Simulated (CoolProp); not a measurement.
A Linde-Hampson liquefier for carbon monoxide: isothermal reversible compression at 200 K from 1 atm to 20 MPa, throttling to 1 atm, return gas leaving the recuperator 2 K below the feed. Each further row changes one setting.

Computed with CoolProp (reference Helmholtz-energy equation of state, Lemmon 2006). It is a short technical equation, of lower accuracy than the large ones.

```json
[
 {"case": "as stated", "liquid yield per pass": "0.253", "compression work (kJ/kg of gas)": "293"},
 {"case": "high pressure 40 MPa", "liquid yield per pass": "0.275", "compression work (kJ/kg of gas)": "335"},
 {"case": "warm-end temperature 230 K", "liquid yield per pass": "0.175", "compression work (kJ/kg of gas)": "348"},
 {"case": "warm-end gap 7 K", "liquid yield per pass": "0.242", "compression work (kJ/kg of gas)": "293"}
]
```
